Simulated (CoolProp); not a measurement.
Vapour-liquid equilibrium of R113 (1) + n-heptane (2) at 0.434 MPa; x and y are mole fractions of (1).

The numbers come from the multi-fluid Helmholtz-energy mixture model, Marx 1992 and Span 2003; pair parameters Bell 2016 in CoolProp.

```
x     bubble temperature, mixture model (K)  bubble temperature, Raoult's law (K)  y, mixture model  y, Raoult's law
----  -------------------------------------  ------------------------------------  ----------------  ---------------
0.05                                  424.7                                 425.2             0.139            0.146
0.15                                  414.9                                 416.3             0.360            0.372
0.25                                  406.6                                 408.6             0.521            0.536
0.35                                  399.6                                 401.9             0.639            0.657
0.45                                  393.8                                 396.0             0.727            0.750
0.55                                  388.9                                 390.8             0.796            0.821
0.65                                  384.7                                 386.1             0.851            0.877
0.75                                  381.0                                 381.9             0.899            0.922
0.85                                  377.6                                 378.0             0.941            0.958
0.95                                  374.4                                 374.5             0.981            0.987
```

The largest gap from Raoult's law is -2.3 K in bubble temperature, at x = 0.35. No azeotrope shows between x = 0.05 and 0.95.

Pair parameters are fitted to limited data, so mixtures are less certain than the pure fluids.
